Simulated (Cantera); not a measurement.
# Hydrocarbon pyrolysis for carbon deposition

A perfectly stirred reactor is fed with 19.6 % C2H6, 80.4 % N2, at 0.0267 bar; it is held at 1725 K, and followed from long to short residence time.

Detailed kinetics in Cantera: GRI-Mech 3.0 (53 species, 325 reactions). GRI-Mech 3.0 stops at C3 and has no aromatics, soot or wall deposition, so with more carbon than oxygen in the feed, carbon stays in small species such as C2H2 where larger ones or solid carbon would form. Radical loss at walls, strong at low pressure, is not modelled.

```tsv
τ (s)	x C2H6	x C2H2	x CH3	x C2H	x C2H4	x H
0.35	9.49e-5	0.133	0.00142	3.23e-6	0.000585	0.000996
0.20	0.000162	0.131	0.00186	3.39e-6	0.000935	0.00104
0.12	0.000262	0.129	0.00239	3.54e-6	0.00144	0.00107
0.068	0.000450	0.125	0.00315	3.72e-6	0.00233	0.00112
0.039	0.000762	0.121	0.00411	3.91e-6	0.00369	0.00116
0.023	0.00126	0.116	0.00528	4.08e-6	0.00566	0.00120
0.013	0.00215	0.110	0.00691	4.26e-6	0.00884	0.00125
0.0076	0.00357	0.102	0.00886	4.39e-6	0.0132	0.00129
0.0044	0.00596	0.0915	0.0114	4.44e-6	0.0193	0.00132
```
x: mole fraction; the columns are a selection and need not sum to one.
